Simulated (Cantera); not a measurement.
## Premixed flame

A freely propagating, adiabatic, planar premixed flame of 3.78 % CH4, 0.136 % C2H6, 3.25 % C3H8, 17.3 % O2, 65.3 % N2, 10.2 % H2O, equivalence ratio 1.4, unburnt at 450 K and 480000 Pa; mixture-averaged transport, grid criteria slope 0.08 and curve 0.16, no radiation.

Model: GRI-Mech 3.0 (53 species, 325 reactions), integrated in Cantera. GRI-Mech 3.0 was tuned for natural gas; its chemistry of propane as a main component is partial and can be far from experiment. Burning velocities carry a grid error of a few per cent, more on coarse grids.

```csv
z (mm),T (K),u (m/s),x CH4,x C2H6,x C3H8,x N2O,x C2H,x C2H2
-0.817,451,0.159,0.0376,0.00136,0.0324,<1e-8,<1e-8,2.29e-7
-0.544,457,0.162,0.0373,0.00135,0.0322,<1e-8,<1e-8,3.55e-6
-0.408,479,0.171,0.0366,0.00134,0.0320,<1e-8,<1e-8,2.00e-5
-0.272,596,0.215,0.0341,0.00134,0.0308,<1e-8,<1e-8,0.000150
-0.136,1009,0.375,0.0261,0.00145,0.0214,1.76e-8,<1e-8,0.000909
-0.0681,1357,0.517,0.0191,0.00142,0.00779,3.67e-8,<1e-8,0.00186
0,1698,0.658,0.00976,0.000373,0.000136,5.43e-8,1.92e-7,0.00341
0.0681,1868,0.725,0.00434,4.62e-5,1.14e-7,3.79e-8,4.88e-7,0.00326
0.136,1930,0.748,0.00267,1.16e-5,<1e-8,1.91e-8,3.96e-7,0.00257
0.272,1964,0.760,0.00185,2.29e-6,<1e-8,<1e-8,1.92e-7,0.00199
0.544,1974,0.764,0.00147,5.46e-7,<1e-8,<1e-8,8.74e-8,0.00160
1.09,1975,0.764,0.00112,2.29e-7,<1e-8,<1e-8,5.31e-8,0.00118
2.18,1972,0.764,0.000720,8.91e-8,<1e-8,<1e-8,2.81e-8,0.000661
```
x: mole fraction of selected species; z is measured from the peak of heat release.

| Property | Value |
|---|---|
| laminar burning velocity | 15.8 cm/s |
| thermal thickness | 0.272 mm |
| peak x(C2H) | 4.90e-7 |
| peak x(C2H2) | 0.00361 |
| grid points | 133 |
